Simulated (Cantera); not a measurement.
# Pyrogenic steam for wet oxidation

An isothermal, constant-pressure homogeneous reactor starts with H₂ : O₂ : N₂ = 2.4 : 1 : 7.5 (molar parts), at 848 K and 0.178 atm.

Computed with Cantera and the H2/O2 subset of GRI-Mech 3.0, which has no nitrogen chemistry. Below about 950 K walls govern HO2 and H2O2 in real vessels. The temperature is held fixed by assumption; the heat of reaction is taken as removed at once.

```tsv
t (s)	x H₂	x O₂	x OH	x H₂O₂	x HO₂	x O
0.000400	0.220	0.0917	<1e-12	<1e-12	1.43e-11	<1e-12
0.00159	0.220	0.0917	1.30e-12	<1e-12	2.37e-10	6.29e-12
0.00633	0.220	0.0917	1.16e-9	6.37e-10	2.44e-7	5.55e-9
0.0252	0.0502	0.00518	9.06e-6	1.08e-8	2.78e-6	1.11e-5
0.100	0.0420	0.000821	4.78e-7	1.84e-9	4.57e-7	3.15e-7
0.399	0.0408	0.000199	6.94e-8	1.11e-9	1.11e-7	1.71e-8
1.59	0.0405	5.61e-5	1.36e-8	1.12e-9	3.15e-8	1.08e-9
6.32	0.0404	1.94e-5	2.56e-9	1.60e-9	1.08e-8	7.27e-11
25.1	0.0404	9.36e-6	3.89e-10	2.53e-9	5.15e-9	5.40e-12
100	0.0404	4.45e-6	2.08e-10	1.48e-9	2.40e-9	1.37e-12
```
x: mole fraction; the columns are a selection and need not sum to one.

Equilibrium at this temperature and pressure: H₂ 0.0404, O₂ <1e-12, OH <1e-12, H₂O₂ <1e-12, HO₂ <1e-12, O <1e-12 (gas phase only).
